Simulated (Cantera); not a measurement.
Feed: 1 mol B, a varied amount of O2, 0.16 mol H2, equilibrated at 1625 °C and 1.00 bar.

These are equilibrium values from Cantera (NASA tables, ideal gas, pure condensed phases), not measurements of a reactor. Candidate condensed phases: B, B2O3, B3O3H3, H2O; 23 gas species. Mutual solubility and eutectic melting of coexisting phases are not modelled. The tables' values for BH2 are old estimates; treat these amounts as uncertain. Gases not in the tables: B2H6 and higher boranes. Kinetics and transport are ignored.

Q: At 0.36 mol O2, list the 5 most abundant gas species with their mole fractions, and the condensed phases.

A: H2 0.845, HBO 0.0957, B2O2 0.0346, B2O3 0.0124, B3O3H3 0.00483. Condensed: B(s) + B2O3(l).
